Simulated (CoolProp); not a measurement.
C2F6 (R116) along the isobar 4.24 bar: density (kg/m³) from the reference equation and from simpler models built on Tc = 293.0 K, pc = 30.48 bar, ω = 0.257; each cubic takes its own stable root.

The numbers come from the reference Helmholtz-energy equation of state, Lemmon 2006 in CoolProp. It is a short technical equation, of lower accuracy than the large ones.

| T (K) | phase | reference |
|---|---|---|
| 248.8 | gas | 30.97 |
| 261.4 | gas | 29.02 |
| 274 | gas | 27.36 |
| 286.5 | gas | 25.91 |
| 299.1 | gas | 24.63 |
| 311.7 | gas | 23.48 |
| 324.3 | gas | 22.45 |
| 336.9 | gas | 21.51 |
| 349.5 | gas | 20.66 |
| 362.1 | gas | 19.88 |
| 374.7 | gas | 19.15 |
| 387.2 | gas | 18.49 |
| 399.8 | gas | 17.87 |
| 412.4 | gas | 17.29 |
| 425 | gas | 16.75 |

Question: How far does each simpler model (ideal gas, van der Waals, Redlich-Kwong, Soave-Redlich-Kwong, Peng-Robinson) lie from the reference over these 15 states: mean and median of the absolute difference, and the worst?

Answer: 
- ideal gas: mean 3.6 %, median 2.9 %, worst -8.7 % at 248.8 K and 4.24 bar
- van der Waals: mean 0.6 %, median 0.4 %, worst -2.4 % at 248.8 K and 4.24 bar
- Redlich-Kwong: mean 0.3 %, median 0.3 %, worst -0.7 % at 248.8 K and 4.24 bar
- Soave-Redlich-Kwong: mean 0.1 %, median 0.1 %, worst -0.1 % at 248.8 K and 4.24 bar
- Peng-Robinson: mean 0.5 %, median 0.5 %, worst +0.7 % at 274 K and 4.24 bar
